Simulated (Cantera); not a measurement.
An adiabatic, constant-pressure homogeneous reactor starts with 32.6 % CO, 1.34 % H2, 8.94 % O2, 57.1 % N2, equivalence ratio 1.9, at 1725 K and 101000 Pa.

Model: GRI-Mech 3.0 (53 species, 325 reactions), integrated in Cantera.

### Question
Predict: time of steepest temperature rise; temperature at 9.00 s; equilibrium temperature; x(CO) at 9.00 s; x(H2) at 9.00 s; x(O2) at 9.00 s; x(NO2) at 9.00 s; x(H2O) at 9.00 s; x(O) at 9.00 s.

### Answer
* **time of steepest temperature rise**: 38.4 µs
* **temperature at 9.00 s**: 2762 K
* **equilibrium temperature**: 2762 K
* **x(CO) at 9.00 s**: 0.201 (gas-phase equilibrium 0.201)
* **x(H2) at 9.00 s**: 0.00177 (gas-phase equilibrium 0.00177)
* **x(O2) at 9.00 s**: 0.00920 (gas-phase equilibrium 0.00920)
* **x(NO2) at 9.00 s**: 9.43e-7 (gas-phase equilibrium 9.43e-7)
* **x(H2O) at 9.00 s**: 0.00904 (gas-phase equilibrium 0.00904)
* **x(O) at 9.00 s**: 0.00447 (gas-phase equilibrium 0.00447)
